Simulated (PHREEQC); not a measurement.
1 kg of water holding 0.024 mol/kgw NaCl and 0.38 mol/kgw CaCl2 is evaporated at 25 °C; the solids stay in contact with the brine. No CO2 enters from the air. Solids allowed: Halite, Portlandite. Others were left out.

Base run: PHREEQC, Pitzer model, pitzer.dat. Each further column changes one thing. The table gives water activity.

```csv
H2O removed (mol),base,temperature from 25 to 75 °C,temperature from 25 to 50 °C
0,0.981,0.982,0.981
18.01,0.971,0.972,0.971
24.69,0.963,0.965,0.964
34.69,0.941,0.944,0.943
38.4,0.925,0.929,0.926
43.95,0.872,0.880,0.875
47.7,0.776,0.793,0.783
49.09,0.704,0.727,0.714
51.17,0.499,0.542,0.518
```

 At this temperature some constants are extrapolated from 25 °C, and those without enthalpy data are left unchanged.
